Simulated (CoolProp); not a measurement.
n-perfluorobutane at several states: fugacity coefficient from the reference equation and from simpler models built on Tc = 386.3 K, pc = 23.22 bar, ω = 0.372; each cubic takes its own stable root.

Values from CoolProp's reference Helmholtz-energy equation of state, Gao 2022.

```json
[
 {"T (K)": "347.8", "p (bar)": "26.5", "phase": "liquid", "reference": "0.3406", "van der Waals": "0.4783", "Redlich-Kwong": "?", "Soave-Redlich-Kwong": "0.3463", "Peng-Robinson": "0.3329"},
 {"T (K)": "211.9", "p (bar)": "0.517", "phase": "liquid", "reference": "0.07664", "van der Waals": "?", "Redlich-Kwong": "0.3320", "Soave-Redlich-Kwong": "0.07907", "Peng-Robinson": "?"},
 {"T (K)": "163.5", "p (bar)": "1.86", "phase": "liquid", "reference": "0.0001478", "van der Waals": "0.1031", "Redlich-Kwong": "0.002048", "Soave-Redlich-Kwong": "?", "Peng-Robinson": "0.0002234"},
 {"T (K)": "275.5", "p (bar)": "100", "phase": "liquid", "reference": "0.02165", "van der Waals": "0.1133", "Redlich-Kwong": "?", "Soave-Redlich-Kwong": "0.02229", "Peng-Robinson": "0.02056"},
 {"T (K)": "366.4", "p (bar)": "2.99", "phase": "gas", "reference": "?", "van der Waals": "0.9567", "Redlich-Kwong": "0.9493", "Soave-Redlich-Kwong": "0.9476", "Peng-Robinson": "?"},
 {"T (K)": "343.5", "p (bar)": "85.3", "phase": "liquid", "reference": "0.1401", "van der Waals": "0.2438", "Redlich-Kwong": "0.1738", "Soave-Redlich-Kwong": "0.1460", "Peng-Robinson": "0.1345"}
]
```

Question: Complete the blanks.

Answer: 
- 347.8, Redlich-Kwong: 0.3976
- 211.9, van der Waals: 0.9739
- 211.9, Peng-Robinson: 0.08377
- 163.5, Soave-Redlich-Kwong: 0.0001854
- 275.5, Redlich-Kwong: 0.04316
- 366.4, reference: 0.9505
- 366.4, Peng-Robinson: 0.9427

At some of these states van der Waals gives the other phase, because its saturation line lies elsewhere.
